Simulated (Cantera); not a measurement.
A closed system holds: 1 mol SiC, a varied amount of N2O, 28 mol N2, held at 1723.15 K and 0.0100 bar.

Equilibrium computed with Cantera from the NASA thermochemical tables; the gas is ideal and each condensed phase is pure. Candidate condensed phases: C, Si, SiC, SiO2, Si2N2O, Si3N4; 34 gas species. Mutual solubility and eutectic melting of coexisting phases are not modelled. The tables hold silica as quartz up to 1696 K and as liquid above; real silica turns to tridymite and cristobalite and melts near 1996 K. Rates play no part.

**Question.** Which condensed phases are stable at each of these points (n(N2O) (mol)): 0.43, 0.83, 1.2, 1.6, 2, 2.4, 2.8, 3.2, 3.6, 4.1, 4.5, 4.9?

**Answer.** 
```csv
n(N2O) (mol),condensed phases,Si condensed (%)
0.43,SiC(s),78.5
0.83,SiC(s) + Si2N2O(s),68.4
1.2,SiC(s) + Si2N2O(s),63.1
1.6,SiC(s) + Si2N2O(s),58.2
2,gas only,0.0
2.4,SiO2(condensed),39.9
2.8,SiO2(condensed),79.8
3.2,SiO2(condensed),99.8
3.6,SiO2(condensed),100.0
4.1,SiO2(condensed),100.0
4.5,SiO2(condensed),100.0
4.9,SiO2(condensed),100.0
```

At 0.43 mol N2O the condensed part is SiC(s). From 0.83 mol N2O to 1.6 mol N2O the condensed part is SiC(s) + Si2N2O(s). At 2 mol N2O nothing is condensed. From 2.4 mol N2O to 4.9 mol N2O the condensed part is SiO2(condensed).
